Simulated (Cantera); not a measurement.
Cantera with NASA thermochemical tables; ideal gases at 1 bar, condensed phases pure. Values are per mole of reaction as written; species without (g) are pure solids or liquids, kept so even where they would boil at 1 bar.

Problem. Between 300 and 2348 K, where is each reaction favourable under standard conditions?
- 3 TiOCl2(g) = Cl2(g) + Ti2O3 + TiCl4(g)

Solution. 
- 3 TiOCl2(g) = Cl2(g) + Ti2O3 + TiCl4(g): ΔG° is -555 kJ at 300 K and -44 kJ at 2348 K; it stays negative (K > 1). ΔH° is -448 kJ and ΔS° -172 J/K at 2348 K.
